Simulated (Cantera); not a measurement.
Mixture: C3H8 : O2 : N2 = 1 : 7.35 : 27.6 (molar parts), at 13.0 bar, adiabatic and at constant volume. Ignition delay is the time to a rise of 400 K.

Detailed kinetics in Cantera: GRI-Mech 3.0 (53 species, 325 reactions). GRI-Mech 3.0 was tuned for natural gas; its chemistry of propane as a main component is partial and can be far from experiment. The pressure lies above the range GRI-Mech 3.0 was tuned for (to about 10 atm).

Problem. Predict: delay at 1000 K; delay at 1100 K; delay at 1200 K; delay at 1300 K; delay at 1400 K; delay at 1500 K; delay at 1600 K; apparent activation energy between 1400 and 1600 K.

Solution. 
| Quantity | Result |
|---|---|
| delay at 1000 K | 48.8 ms |
| delay at 1100 K | 7.45 ms |
| delay at 1200 K | 1.24 ms |
| delay at 1300 K | 0.232 ms |
| delay at 1400 K | 53.0 µs |
| delay at 1500 K | 15.7 µs |
| delay at 1600 K | 6.00 µs |
| apparent activation energy between 1400 and 1600 K | 200 kJ/mol |
